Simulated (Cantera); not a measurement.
Input: 1 mol BN, 4.3 mol H2, at 5.20 Pa.

These are equilibrium values from Cantera (NASA tables, ideal gas, pure condensed phases), not measurements of a reactor. Candidate condensed phases: B, BN; 15 gas species. Mutual solubility and eutectic melting of coexisting phases are not modelled. Rates play no part.

**Question.** Which condensed phases are stable at each of these points (T (°C)): 1527, 1677, 1827, 1977, 2127, 2277, 2427, 2577?

**Answer.** 
| T (°C) | condensed phases | B condensed (%) |
|---|---|---|
| 1527 | B(s) + BN(s) | 99.9 |
| 1677 | B(s) | 99.3 |
| 1827 | B(s) | 92.4 |
| 1977 | B(s) | 20.0 |
| 2127 | gas only | 0.0 |
| 2277 | gas only | 0.0 |
| 2427 | gas only | 0.0 |
| 2577 | gas only | 0.0 |

At 1527 °C the condensed part is B(s) + BN(s). From 1677 °C to 1977 °C the condensed part is B(s). From 2127 °C to 2577 °C nothing is condensed.
